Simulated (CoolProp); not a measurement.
A closed Brayton cycle with nitrogen: compressor inlet 332.15 K and 1.6 MPa, high pressure 5.14 MPa, turbine inlet 990 K, compressor efficiency 0.8, turbine efficiency 0.9, recuperator effectiveness 0.8 (on enthalpy, no pinch check). Each further row changes one setting.

Values from CoolProp's reference Helmholtz-energy equation of state, Span 2000.

```json
[
 {"case": "as stated", "thermal efficiency (%)": "29.6", "net work (kJ/kg)": "96.9", "compressor to turbine work": "0.64", "compressor exit (K)": "496.3", "turbine exit (K)": "756.1"},
 {"case": "turbine inlet 940 K", "thermal efficiency (%)": "27.3", "net work (kJ/kg)": "83.0", "compressor to turbine work": "0.68", "compressor exit (K)": "496.3", "turbine exit (K)": "716.1"},
 {"case": "compressor inlet 342.15 K", "thermal efficiency (%)": "28.3", "net work (kJ/kg)": "91.6", "compressor to turbine work": "0.66", "compressor exit (K)": "511.0", "turbine exit (K)": "756.1"},
 {"case": "high pressure 4.37 MPa", "thermal efficiency (%)": "29.9", "net work (kJ/kg)": "91.7", "compressor to turbine work": "0.61", "compressor exit (K)": "470.2", "turbine exit (K)": "785.1"},
 {"case": "recuperator effectiveness 0.5", "thermal efficiency (%)": "23.5", "net work (kJ/kg)": "96.9", "compressor to turbine work": "0.64", "compressor exit (K)": "496.3", "turbine exit (K)": "756.1"}
]
```
